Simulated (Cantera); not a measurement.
Charge: 1 mol SiH₄, 1.6 mol CO₂, 36 mol N₂, 13 mol NO, at 0.00140 bar.

Cantera equilibrium calculation (NASA polynomials, part measured and part estimated; ideal gas, pure solids and liquids). Candidate condensed phases: C, C₆H₆, C₇H₈, C₈H₁₈, H₂O, Si, SiC, SiO₂, Si₂N₂O, Si₃N₄; 151 gas species. The tables hold silica as quartz up to 1696 K and as liquid above; real silica turns to tridymite and cristobalite and melts near 1996 K. Kinetics and transport are ignored.

Question: Which condensed phases are stable at each of these points (T (K)): 1400, 1450, 1500, 1550, 1600, 1650, 1700, 1750, 1800, 1850, 1900, 1950?

Answer: 
| T (K) | condensed phases | Si condensed (%) |
|---|---|---|
| 1400 | SiO₂(β-quartz) | 100.0 |
| 1450 | SiO₂(β-quartz) | 100.0 |
| 1500 | SiO₂(β-quartz) | 100.0 |
| 1550 | SiO₂(β-quartz) | 100.0 |
| 1600 | SiO₂(β-quartz) | 100.0 |
| 1650 | SiO₂(β-quartz) | 100.0 |
| 1700 | SiO₂(condensed) | 100.0 |
| 1750 | SiO₂(condensed) | 100.0 |
| 1800 | SiO₂(condensed) | 99.9 |
| 1850 | SiO₂(condensed) | 99.8 |
| 1900 | SiO₂(condensed) | 99.3 |
| 1950 | SiO₂(condensed) | 97.5 |

From 1400 K to 1650 K the condensed part is SiO₂(β-quartz). From 1700 K to 1950 K the condensed part is SiO₂(condensed).
